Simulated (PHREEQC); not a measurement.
## Polishing slurry liquid (model solution)

Make-up at 25 °C: 0.0056 mol K2CO3 and 0.0012 mol Al(NO3)3 per kg of water. Closed to the air; pH follows from the charge balance.

Model: ion-association model, phreeqc.dat, run in PHREEQC.

Each row changes one thing in this solution. No solid was allowed to form.

```json
[
 {"case": "as made", "pH": "9.39", "ionic strength (mol/kgw)": "0.0120", "Al(OH)3 (mol/kgw)": "2.29e-7", "SI of Al(OH)3(a) (Al(OH)3)": "-0.50"},
 {"case": "K2CO3 left out", "pH": "4.05", "ionic strength (mol/kgw)": "0.00701", "Al(OH)3 (mol/kgw)": "8.71e-9", "SI of Al(OH)3(a) (Al(OH)3)": "-1.92"},
 {"case": "K2CO3 from 0.0056 to 0.00616 mol/kgw", "pH": "9.62", "ionic strength (mol/kgw)": "0.0136", "Al(OH)3 (mol/kgw)": "1.37e-7", "SI of Al(OH)3(a) (Al(OH)3)": "-0.72"},
 {"case": "K2CO3 from 0.0056 to 0.00056 mol/kgw", "pH": "5.11", "ionic strength (mol/kgw)": "[?]", "Al(OH)3 (mol/kgw)": "5.78e-6", "SI of Al(OH)3(a) (Al(OH)3)": "+0.90"},
 {"case": "Al(NO3)3 from 0.0012 to 0.00132 mol/kgw", "pH": "8.98", "ionic strength (mol/kgw)": "0.0115", "Al(OH)3 (mol/kgw)": "[?]", "SI of Al(OH)3(a) (Al(OH)3)": "-0.04"},
 {"case": "K2CO3 from 0.0056 to 0.056 mol/kgw", "pH": "10.90", "ionic strength (mol/kgw)": "0.162", "Al(OH)3 (mol/kgw)": "5.78e-9", "SI of Al(OH)3(a) (Al(OH)3)": "-2.08"},
 {"case": "diluted 10-fold with water", "pH": "9.34", "ionic strength (mol/kgw)": "0.00118", "Al(OH)3 (mol/kgw)": "2.81e-8", "SI of Al(OH)3(a) (Al(OH)3)": "-1.41"}
]
```

### Question
Complete the blanks.

### Answer

- K2CO3 from 0.0056 to 0.00056 mol/kgw, ionic strength (mol/kgw): 0.00540
- Al(NO3)3 from 0.0012 to 0.00132 mol/kgw, Al(OH)3 (mol/kgw): 6.62e-7

Some of these states are supersaturated (in Gibbsite (slow to form), Al(OH)3(a), for instance).
